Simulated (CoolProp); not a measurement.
Values from CoolProp's reference Helmholtz-energy equation of state, Gao 2022.

Q: For n-perfluorohexane, give the phase and the Z, cp (kJ/(kg K)), cv (kJ/(kg K)), Joule-Thomson coefficient (K/MPa) at 450 K and 0.201 MPa.

A: 
- 450 K and 0.201 MPa: gas; Z 0.959, cp 1.02, cv 0.985, Joule-Thomson coefficient 8.28
